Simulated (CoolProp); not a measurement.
The fluid at 298.15 K and 24.9 MPa is throttled through a valve to 1.5 MPa with no heat exchange. The same conditions are run with several fluids, on thermodynamics alone (safety and materials aside).

Values from CoolProp's reference Helmholtz-energy equation of state of each fluid (hydrogen chloride: Thol 2018; isohexane: Lemmon 2006; methanol: de Reuck 1993; n-pentane: Thol 2019; n-nonane: Lemmon 2006).

| fluid | temperature change (K) | final phase | final density (kg/m³) |
|---|---|---|---|
| hydrogen chloride | -44.5 | (withheld) | 123 |
| isohexane | (withheld) | liquid | 641 |
| methanol | +7.7 | liquid | 781 |
| n-pentane | +9.3 | liquid | (withheld) |
| n-nonane | +10.1 | liquid | (withheld) |

Question: What belongs in the gaps?

Answer: 
- hydrogen chloride, final phase: two-phase, vapour fraction 0.232
- isohexane, temperature change (K): +9.9
- n-pentane, final density (kg/m³): 614
- n-nonane, final density (kg/m³): 707
